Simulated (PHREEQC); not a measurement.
1.8 g of hydrous ferric oxide (600 m²/g; 0.2 weak and 0.005 strong sites per Fe, Dzombak-Morel constants, diffuse double layer) in 1 kg of water with 0.01 mol/kgw of an inert sodium salt, at 25 °C; the pH is set by adding NaOH or the inert anion's acid. Oxygen alone is held at its pressure in air (log pO2 = -0.68). The system is closed to CO2. Precipitation was switched off in this run.

All values are PHREEQC results (ion-association model, wateq4f.dat), not measurements.

```json
[
 {"pH": "3", "surface charge σ (C/m²)": "0.329", "surface potential ψ (mV)": "200"},
 {"pH": "3.5", "surface charge σ (C/m²)": "0.281", "surface potential ψ (mV)": "194"},
 {"pH": "4", "surface charge σ (C/m²)": "0.222", "surface potential ψ (mV)": "183"},
 {"pH": "4.5", "surface charge σ (C/m²)": "0.164", "surface potential ψ (mV)": "169"},
 {"pH": "5", "surface charge σ (C/m²)": "0.115", "surface potential ψ (mV)": "152"},
 {"pH": "5.5", "surface charge σ (C/m²)": "0.078", "surface potential ψ (mV)": "132"},
 {"pH": "6", "surface charge σ (C/m²)": "0.050", "surface potential ψ (mV)": "110"},
 {"pH": "6.5", "surface charge σ (C/m²)": "0.031", "surface potential ψ (mV)": "86"},
 {"pH": "7", "surface charge σ (C/m²)": "0.017", "surface potential ψ (mV)": "61"},
 {"pH": "7.5", "surface charge σ (C/m²)": "0.008", "surface potential ψ (mV)": "34"},
 {"pH": "8", "surface charge σ (C/m²)": "0.001", "surface potential ψ (mV)": "6"},
 {"pH": "8.5", "surface charge σ (C/m²)": "-0.005", "surface potential ψ (mV)": "-22"},
 {"pH": "9", "surface charge σ (C/m²)": "-0.013", "surface potential ψ (mV)": "-49"},
 {"pH": "9.5", "surface charge σ (C/m²)": "-0.024", "surface potential ψ (mV)": "-75"},
 {"pH": "10", "surface charge σ (C/m²)": "-0.041", "surface potential ψ (mV)": "-100"},
 {"pH": "10.5", "surface charge σ (C/m²)": "-0.065", "surface potential ψ (mV)": "-122"},
 {"pH": "11", "surface charge σ (C/m²)": "-0.101", "surface potential ψ (mV)": "-142"}
]
```

The oxide is taken as insoluble; below pH 4 it would dissolve.
